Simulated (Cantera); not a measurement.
Mixture: CO : H2 : O2 : N2 : H2O = 1 : 0.6 : 0.842 : 3.17 : 1.5 (molar parts), equivalence ratio 0.95, at 10.0 bar, adiabatic and at constant volume. Ignition delay is the time to a rise of 400 K.

Computed with Cantera and GRI-Mech 3.0 (53 species, 325 reactions). The hydrogen kinetics of GRI-Mech 3.0 are dated; newer H2 mechanisms differ, most at raised pressure. Below about 950 K walls govern HO2 and H2O2 in real vessels.

| quantity | before | after |
|---|---|---|
| delay at 900 K | 82.6 ms | 0.216 s |
| delay at 1100 K | 1.15 ms | 0.329 ms |
| delay at 1300 K | 43.5 µs | 54.6 µs |
| delay at 1500 K | 4.21 µs | 30.5 µs |
| delay at 1700 K | 1.73 µs | 24.7 µs |

### Question
Which change was made?
A) pressure from 10.0 bar to 17.0 bar
B) pressure from 10.0 bar to 1.01 bar
C) constant pressure in place of constant volume
D) pressure from 10.0 bar to 7.20 bar

### Answer
B, pressure from 10.0 bar to 1.01 bar
